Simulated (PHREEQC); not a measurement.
Make-up at 25 °C: 0.17 mol Na2S, 0.00046 mol NaHCO3 and 3.1e-05 mol MnCl2 per kg of water. Closed to the air; pH follows from the charge balance.

The numbers come from PHREEQC with the ion-association model, wateq4f.dat.

Question: The ionic strength comes out as 0.443 mol/kgw. What activity coefficients do Mn(OH)3-, HS-, CO3-2, MnOH+, Cl- get?

Answer: Mn(OH)3- 0.69, HS- 0.64, CO3-2 0.24, MnOH+ 0.69, Cl- 0.65.

Precipitation was switched off in this run. Examples of supersaturated solids here: Pyrochroite. Others may be too. Complexes and solids missing from the database can't appear. With this much S-2 the pH rests on the database's HS-/S-2 constant; if that pK is higher, the solution is more alkaline. The database's pK near 12.9 for HS-/S-2 is now thought far too low, so its S-2 is overstated. The polysulfide entries of wateq4f.dat were taken out for this run.
